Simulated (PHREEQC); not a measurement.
A solution holds 3 mol/kgw MgCl2 and 0.138 mol/kgw FeCl2, at 20 °C. Closed to the air; pH follows from the charge balance.

Computed with PHREEQC (Pitzer model, pitzer.dat).

This is a speciation only: nothing precipitates in the calculation.

Task: Estimate the pH.

Result: pH 4.49.

In brines, pH and single-ion activities rest on the MacInnes convention.
